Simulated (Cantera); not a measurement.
A jet of H2 : O2 : N2 = 0.015 : 0.087 : 0.79 (molar parts) at 300 K and 54.8 Torr hits a platinum plate 9.6 cm away at a mass flux of 0.13 kg/m²/s; the plate temperature is set and raised in steps from an oxygen-covered start.

Cantera simulation using Deutschmann's 1995 Pt surface mechanism with GRI-Mech 3.0 gas chemistry; the numbers are that mechanism's predictions, not measurements. Catalytic surfaces can have several steady states; this one follows from the mechanism file's or the stated starting coverage.

x: mole fraction at the wall; θ: surface coverage.

| plate T (K) | wall x H2 | wall x O2 | wall x H2O | wall x OH | θ free Pt | θ O* | θ OH* |
|---|---|---|---|---|---|---|---|
| 500 | 0.00237 | 0.0818 | 0.0288 | <1e-8 | 0.0425 | 0.946 | 0.0119 |
| 550 | 0.00236 | 0.0818 | 0.0286 | <1e-8 | 0.0449 | 0.948 | 0.00681 |
| 600 | 0.00235 | 0.0819 | 0.0284 | <1e-8 | 0.0473 | 0.948 | 0.00424 |
| 650 | 0.00232 | 0.0819 | 0.0283 | <1e-8 | 0.0501 | 0.947 | 0.00284 |
| 700 | 0.00216 | 0.0817 | 0.0284 | <1e-8 | 0.0567 | 0.941 | 0.00209 |
| 750 | ___ | 0.0813 | 0.0291 | <1e-8 | 0.0759 | 0.922 | 0.00175 |
| 800 | ___ | 0.0808 | 0.0299 | <1e-8 | 0.113 | 0.885 | 0.00160 |
| 850 | ___ | 0.0805 | 0.0304 | 1.23e-8 | 0.166 | 0.833 | 0.00146 |

Q: Some entries are withheld; supply them.

A: 
- 750, wall x H2: 0.00172
- 800, wall x H2: 0.00123
- 850, wall x H2: 0.000891
